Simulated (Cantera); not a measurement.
A closed system holds: 1 mol C₂H₅OH, 94 mol H₂, held at 2650 °C and 1 atm.

Method: chemical equilibrium by Gibbs-energy minimisation in Cantera with the NASA 1993 tables (ideal gas, pure condensed phases). Candidate condensed phases: C, C₆H₆, C₇H₈, C₈H₁₈, H₂O; 110 gas species. The numbers say what is thermodynamically allowed, not how fast it happens.

Base state: H₂ 0.871, H 0.115, CO 0.00962, C₂H₂ (acetylene) 0.00463, C₂H 9.37e-5, CH₃ 4.55e-5, CH₄ 2.13e-5, CH₂ 1.38e-5 (mole fractions); condensed: gas only.

**Question.** What changes in the equilibrium state with this change: pressure from 1 atm to 2.00 bar?

**Answer.** 
| species | before | after |
|---|---|---|
| H₂ | 0.871 | 0.902 |
| H | 0.115 | 0.0832 |
| CO | 0.00962 | 0.00978 |
| CH₄ | 2.13e-5 | 4.48e-5 |
| CH₃ | 4.55e-5 | 6.69e-5 |
| C₂H | 9.37e-5 | 6.68e-5 |
| CH₂ | 1.38e-5 | 1.42e-5 |
| C₂H₂ (acetylene) | 0.00463 | 0.00472 |

**Question.** What changes in the equilibrium state with this change: temperature from 2650 °C to 1577 °C?

**Answer.** 
| species | before | after |
|---|---|---|
| H₂ | 0.871 | 0.988 |
| CO | 0.00962 | 0.0102 |
| CH₄ | 2.13e-5 | 0.000648 |
| H | 0.115 | 0.000532 |
| C₂H₂ (acetylene) | 0.00463 | 0.000259 |
| C₂H | 9.37e-5 | 1.50e-9 |
| CH₂ | 1.38e-5 | 5.81e-9 |
| C₂H₂ (vinylidene) | 1.22e-5 | 9.95e-9 |
| C(graphite), mol | 0 | 0.885 |

**Question.** What changes in the equilibrium state with this change: temperature from 2650 °C to 525 °C?

**Answer.** 
```csv
species,before,after
H₂,0.871,0.968
CH₄,2.13e-5,0.0210
H₂O,2.60e-7,0.0105
H,0.115,<1e-9
C₂H₂ (acetylene),0.00463,<1e-9
C₂H,9.37e-5,<1e-9
CH₃,4.55e-5,<1e-9
```
